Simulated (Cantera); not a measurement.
A perfectly stirred reactor is fed with CH₃OH : O₂ : N₂ = 1 : 1.07 : 4.03 (molar parts), equivalence ratio 1.4, at 1.90 bar; it is adiabatic with a 400 K inlet, and is followed from long to short residence time, starting on the burning branch (τ in s: 0.023, 0.011, 0.0052, 0.0025, 0.0012, 0.00058, 0.00028, 0.00014, 6.5e-05, 3.1e-05).

Model: GRI-Mech 3.0 (53 species, 325 reactions), integrated in Cantera. GRI-Mech 3.0 was tuned for natural gas; its chemistry of methanol as a main component is partial and can be far from experiment.

Q: Predict: blow-out, bracketed by the residence times tried; x(CH₃OH) at τ = 23.0 ms; x(O₂) at τ = 23.0 ms; x(OH) at τ = 23.0 ms; x(H₂) at τ = 23.0 ms; x(CO) at τ = 23.0 ms; x(CH₃OH) at τ = 0.580 ms; x(O₂) at τ = 0.580 ms; x(OH) at τ = 0.580 ms; x(H₂) at τ = 0.580 ms; x(CO) at τ = 0.580 ms.

A: 
* **blow-out, bracketed by the residence times tried**: burning at 65.0 µs, out at 31.0 µs
* **x(CH₃OH) at τ = 23.0 ms**: 3.04e-6
* **x(O₂) at τ = 23.0 ms**: 0.000191
* **x(OH) at τ = 23.0 ms**: 0.00133
* **x(H₂) at τ = 23.0 ms**: 0.0497
* **x(CO) at τ = 23.0 ms**: 0.0723
* **x(CH₃OH) at τ = 0.580 ms**: 3.66e-5
* **x(O₂) at τ = 0.580 ms**: 0.00218
* **x(OH) at τ = 0.580 ms**: 0.00403
* **x(H₂) at τ = 0.580 ms**: 0.0504
* **x(CO) at τ = 0.580 ms**: 0.0728
